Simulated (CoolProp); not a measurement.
Aqueous lithium chloride as a coolant, 24 % by mass, freezing at -62.9 °C, 1 atm.

Values from CoolProp's Melinder's fits for secondary coolants.

| T (°C) | cp (kJ/(kg K)) | Prandtl number | conductivity (W/(m K)) | density (kg/m³) |
|---|---|---|---|---|
| -9.4 | 2.956 | 35.0 | 0.505 | 1148 |
| -2.6 | 3.002 | 27.6 | 0.514 | 1147 |
| 4.2 | 3.047 | 22.2 | 0.523 | 1145 |
| 11 | 3.093 | 18.4 | 0.531 | 1143 |
| 17.7 | 3.138 | 15.5 | 0.540 | 1141 |
| 24.5 | 3.183 | 13.3 | 0.549 | 1139 |
| 31.3 | 3.227 | 11.7 | 0.558 | 1137 |
| 38 | 3.270 | 10.4 | 0.566 | 1134 |
